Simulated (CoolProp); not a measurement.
The numbers come from the reference Helmholtz-energy equation of state, Gao 2016 in CoolProp.

Problem. For sulfur dioxide, give the phase and the cp (kJ/(kg K)) at -13.15 °C and 0.449 bar; 199.05 °C and 207 bar; 99.65 °C and 0.561 bar.

Solution. 
- -13.15 °C and 0.449 bar: gas; cp 0.622
- 199.05 °C and 207 bar: supercritical; cp 1.93
- 99.65 °C and 0.561 bar: gas; cp 0.669
